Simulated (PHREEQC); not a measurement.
# Leach liquor: speciation

Make-up at 20 °C: 0.22 mol H2SO4, 0.024 mol ZnSO4 and 0.061 mol Na2SO4 per kg of water. Closed to the air; pH follows from the charge balance.

Computed with PHREEQC (ion-association model, phreeqc.dat).

```json
{
 "pH": "0.79",
 "ionic_strength": "0.422 mol/kgw",
 "activity_of_water": "0.989",
 "specific_conductance": "63500 µS/cm",
 "density": "1.022 g/cm³",
 "total_alkalinity": "-440 meq/kg"
}
```

```tsv
species	molality	activity	log γ
HSO4-	0.231	0.169	-0.135
H+	0.209	0.162	-0.113
Na+	0.115	0.0832	-0.141
SO4-2	0.0539	0.0120	-0.653
Zn+2	0.0134	0.00311	-0.636
ZnSO4	0.00761	0.00839	0.042
NaSO4-	0.00687	0.00483	-0.153
Zn(SO4)2-2	0.00295	0.000849	-0.541
```

No solid was allowed to form.
